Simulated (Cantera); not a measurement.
Input: 1 mol Fe₃O₄, 56 mol H₂, 0.28 mol H₂O, equilibrated at 101000 Pa.

Cantera equilibrium calculation (NASA polynomials, part measured and part estimated; ideal gas, pure solids and liquids). Candidate condensed phases: Fe, FeO, Fe(OH)₂, Fe(OH)₃, Fe₂O₃, Fe₃O₄, H₂O; 12 gas species. Kinetics and transport are ignored.

log p: log10 of the partial pressure in bar; n: condensed amount in mol.

```csv
T (K),log p H₂,log p H₂O,log p H,log p Fe(OH)₂,log p Fe,log p OH,n Fe(α),n Fe(γ)
800,-0.03,-1.11,-11.55,-11.49,<-11,<-11,3.00,0
875,-0.03,-1.11,-10.31,-10.60,<-11,<-11,3.00,0
950,-0.03,-1.11,-9.27,-9.84,<-11,<-11,3.00,0
1025,-0.03,-1.11,-8.38,-9.19,<-11,<-11,3.00,0
1100,-0.03,-1.11,-7.60,-8.64,(withheld),-11.04,3.00,0
1175,-0.03,-1.11,-6.93,-8.16,(withheld),-10.17,3.00,0
1250,-0.03,-1.11,-6.33,-7.74,(withheld),-9.40,0,3.00
1325,-0.03,-1.11,-5.80,-7.36,(withheld),-8.72,0,3.00
1400,-0.03,-1.11,-5.33,-7.03,(withheld),-8.11,0,3.00
```

### Question
Complete the blanks.

### Answer

- 1100, log p Fe: -11.90
- 1175, log p Fe: -10.68
- 1250, log p Fe: -9.61
- 1325, log p Fe: -8.66
- 1400, log p Fe: -7.81
